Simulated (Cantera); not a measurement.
A closed system holds: 1 mol SiH₄, 39 mol H₂, held at 627 °C and 0.100 bar.

These are equilibrium values from Cantera (NASA tables, ideal gas, pure condensed phases), not measurements of a reactor. Candidate condensed phases: Si; 9 gas species. Equilibrium is a limit: real reactors are often held back by kinetics, nucleation or transport.

Base state: H₂ 1.00 (mole fractions); condensed: Si(s).

Problem. What changes in the equilibrium state with this change: temperature from 627 °C to 1902 °C?

Solution. 
```json
[
 {"species": "H₂", "before": "1.00", "after": "0.981"},
 {"species": "H", "before": "<1e-9", "after": "0.0153"},
 {"species": "Si", "before": "<1e-9", "after": "0.00289"},
 {"species": "SiH", "before": "<1e-9", "after": "0.000420"},
 {"species": "SiH₂", "before": "<1e-9", "after": "0.000260"},
 {"species": "Si(s), mol", "before": "1.000", "after": "0"},
 {"species": "Si(l), mol", "before": "0", "after": "0.847"}
]
```
Gases not in the tables: Si₂H₆ and higher silanes.
